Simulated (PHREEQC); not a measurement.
**Polishing slurry liquid**

Make-up at 25 °C and 300 atm: 0.0056 mol/kgw K2CO3 and 8.8e-06 mol/kgw CO2. Closed to the air; pH follows from the charge balance.

Computed with PHREEQC (ion-association model, phreeqc.dat).

Each row changes one thing in this solution. Precipitation was switched off in this run.

```tsv
case	pH	ionic strength (mol/kgw)	CO3-2 (mol/kgw)	HCO3- (mol/kgw)	CO2 (mol/kgw)
as made	10.76	0.0159	0.00473	0.000874	2.16e-8
temperature from 25 to 50 °C	10.29	0.0152	0.00404	0.00157	1.01e-7
CO2 left out	?	0.0159	0.00473	0.000865	2.12e-8
CO2 from 8.8e-06 to 4.4e-05 mol/kgw	10.74	0.0159	0.00473	0.000910	2.35e-8
temperature from 25 to 30 °C	?	0.0158	0.00462	0.000991	2.98e-8
diluted 10-fold with water	10.25	0.00144	0.000318	0.000242	2.12e-8
K2CO3 from 0.0056 to 0.00616 mol/kgw	?	0.0176	0.00525	0.000916	2.16e-8
temperature from 25 to 80 °C	?	0.0141	0.00291	0.00270	5.39e-7
temperature from 25 to 55 °C	?	0.0151	0.00387	0.00173	1.36e-7
```

Question: Complete the blanks.

Answer: 
- CO2 left out, pH: 10.77
- temperature from 25 to 30 °C, pH: 10.66
- K2CO3 from 0.0056 to 0.00616 mol/kgw, pH: 10.78
- temperature from 25 to 80 °C, pH: 9.85
- temperature from 25 to 55 °C, pH: 10.21

Under pressure, the constants of complexes without a molar volume in the database are unreliable. Constants without temperature data keep their 25 °C values here.
